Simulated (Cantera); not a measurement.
A Cantera script and what it prints.

```python
import numpy as np
import cantera as ct

gas_names = """
    H HO2 H2 H2O H2O2 H2S H2SO4 O OH O2 O3 S SH SO SO2 SO3 S2 S2O S8
""".split()
cond_names = """
    H2O(s) H2O(L) H2SO4(L) S(cr1) S(cr2) S(L)
""".split()


# ... load() reads the species with a 1 bar reference pressure and builds the phases ...
atoms = {
    'H2S': {'H': 2, 'S': 1},
    'O2': {'O': 2},
}
top_T = {}  # K; cautious upper limits of use, not melting points


# ... equilibrate(T, P, feed) seeds the gas with the atoms and calls Mixture.equilibrate('TP', solver="vcs", rtol=1e-11, max_steps=5000) ...
results = []
feed = {'H2S': 1, 'O2': 1.2}  # mol
P = 46000  # Pa
for T in [1198, 1273, 1348, 1423, 1498, 1573, 1648, 1723, 1798]:
    mix = equilibrate(T, P, feed)
    results.append((T, P, feed, dict(zip(mix.species_names, mix.species_moles))))
    x = sorted(zip(gas.X, gas.species_names), reverse=True)
    print(f"T = {T:g} K  P = {P:g} Pa  gas = {mix.phase_moles(0):.4g} mol")
    print("   x: " + "  ".join(f"{s} {v:.3e}" for v, s in x if v > 0.0001))
    print("   condensed (mol): " + ("  ".join(f"{mix.phase(i).name} {mix.phase_moles(i):.4g}"
          for i in range(1, mix.n_phases) if mix.phase_moles(i) > 1e-12) or "none"))
```

It prints:

```
T = 1198 K  P = 46000 Pa  gas = 1.841 mol
   x: H2O 5.157e-01  SO2 3.921e-01  S2 6.108e-02  H2S 2.171e-02  H2 5.720e-03  S2O 3.421e-03  SO 2.793e-04
   condensed (mol): none
T = 1273 K  P = 46000 Pa  gas = 1.844 mol
   x: H2O 5.145e-01  SO2 3.916e-01  S2 6.201e-02  H2S 1.924e-02  H2 8.589e-03  S2O 3.381e-03  SO 5.747e-04  SH 1.292e-04
   condensed (mol): none
T = 1348 K  P = 46000 Pa  gas = 1.847 mol
   x: H2O 5.119e-01  SO2 3.916e-01  S2 6.237e-02  H2S 1.715e-02  H2 1.229e-02  S2O 3.328e-03  SO 1.090e-03  SH 2.291e-04
   condensed (mol): none
T = 1423 K  P = 46000 Pa  gas = 1.85 mol
   x: H2O 5.081e-01  SO2 3.919e-01  S2 6.218e-02  H2 1.685e-02  H2S 1.535e-02  S2O 3.262e-03  SO 1.927e-03  SH 3.800e-04
   condensed (mol): none
T = 1498 K  P = 46000 Pa  gas = 1.854 mol
   x: H2O 5.030e-01  SO2 3.925e-01  S2 6.144e-02  H2 2.230e-02  H2S 1.375e-02  SO 3.213e-03  S2O 3.183e-03  SH 5.949e-04
   condensed (mol): none
T = 1573 K  P = 46000 Pa  gas = 1.859 mol
   x: H2O 4.967e-01  SO2 3.932e-01  S2 6.015e-02  H2 2.857e-02  H2S 1.232e-02  SO 5.088e-03  S2O 3.089e-03  SH 8.852e-04
   condensed (mol): none
T = 1648 K  P = 46000 Pa  gas = 1.864 mol
   x: H2O 4.892e-01  SO2 3.938e-01  S2 5.832e-02  H2 3.560e-02  H2S 1.103e-02  SO 7.704e-03  S2O 2.978e-03  SH 1.259e-03
   condensed (mol): none
T = 1723 K  P = 46000 Pa  gas = 1.87 mol
   x: H2O 4.807e-01  SO2 3.942e-01  S2 5.593e-02  H2 4.324e-02  SO 1.121e-02  H2S 9.836e-03  S2O 2.851e-03  SH 1.720e-03  S 1.353e-04
   condensed (mol): none
T = 1798 K  P = 46000 Pa  gas = 1.877 mol
   x: H2O 4.714e-01  SO2 3.943e-01  S2 5.302e-02  H2 5.135e-02  SO 1.574e-02  H2S 8.734e-03  S2O 2.706e-03  SH 2.264e-03  S 2.481e-04  H 1.176e-04
   condensed (mol): none
```

Method: chemical equilibrium by Gibbs-energy minimisation in Cantera with the NASA 1993 tables (ideal gas, pure condensed phases). Gases not in the tables: S3 to S7.
